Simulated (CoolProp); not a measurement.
R1224YDZ along the isotherm 395.1 K: fugacity coefficient from the reference equation and from simpler models built on Tc = 428.7 K, pc = 33.34 bar, ω = 0.325; each cubic takes its own stable root.

Computed with CoolProp (reference Helmholtz-energy equation of state, Akasaka 2023).

```csv
p (bar),phase,reference,van der Waals,Soave-Redlich-Kwong,Peng-Robinson
0.264,gas,0.9964,0.9971,0.9964,0.9961
0.445,gas,0.9939,0.9952,0.9940,0.9935
0.751,gas,0.9897,0.9919,0.9899,0.9890
1.27,gas,0.9826,0.9863,0.9829,0.9814
2.14,gas,0.9707,0.9769,0.9713,0.9687
3.61,gas,0.9507,0.9610,0.9517,0.9474
6.09,gas,0.9170,0.9343,0.9188,0.9119
10.3,gas,0.8598,0.8889,0.8634,0.8526
17.3,gas,0.7631,0.8126,0.7708,0.7548
29.3,liquid,0.4880,0.6252,0.5026,0.4856
49.4,liquid,0.3156,0.4264,0.3299,0.3151
83.4,liquid,0.2153,0.3139,0.2296,0.2154
```
